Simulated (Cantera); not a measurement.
BN + H₂O + H₂ (nitride etching)

Feed: 1 mol BN, 0.59 mol H₂O, 0.88 mol H₂.

Cantera equilibrium calculation (NASA polynomials, part measured and part estimated; ideal gas, pure solids and liquids). Candidate condensed phases: B, BN, B₂O₃, B₃O₃H₃, H₂O; 39 gas species. Mutual solubility and eutectic melting of coexisting phases are not modelled. Gases not in the tables: H₃BO₃. The numbers say what is thermodynamically allowed, not how fast it happens.

Stable condensed phases:

```
T in K \ P in Pa
              1    5.2     27    140    720   3700  19000 100000
   1850       A      B      C      C      C      C      D      D
   1800       A      C      C      C      C      C      D      D
   1750       B      C      C      C      C      D      D      D
   1700       C      C      C      C      C      D      D      D
   1650       C      C      C      C      D      D      D      D
   1600       C      C      C      C      D      D      D      D
   1550       C      C      C      D      D      D      D      D
   1500       C      C      C      D      D      D      D      D
   1450       C      C      D      D      D      D      D      D
```

A: B; B: B + BN; C: BN; D: BN + B₂O₃.
